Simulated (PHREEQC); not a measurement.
Solution (25 °C): 0.067 mmol/kgw Ca(HCO3)2, 130 mmol/kgw NaHCO3 and 32 mmol/kgw MgSO4. Closed to the air; pH follows from the charge balance.

Computed with PHREEQC (ion-association model, wateq4f.dat).

No solid was allowed to form.

Question: Order these S species by the share of S that they hold, largest first: MgSO4, SO4-2, NaSO4-.

Answer: SO4-2 (65 %), MgSO4 (23 %), NaSO4- (12 %)

Question: Order these C species by the share of C that they hold, largest first: CO2, MgCO3, NaHCO3, HCO3-, MgHCO3+.

Answer: HCO3- (87 %), MgHCO3+ (5.7 %), NaHCO3 (3.2 %), CO2 (2.1 %), MgCO3 (1.00 %)

The pH is 7.82 and the ionic strength 0.198 mol/kgw. The solution is supersaturated, for example in Magnesite (slow to form), so a real one may precipitate; this is no full list.
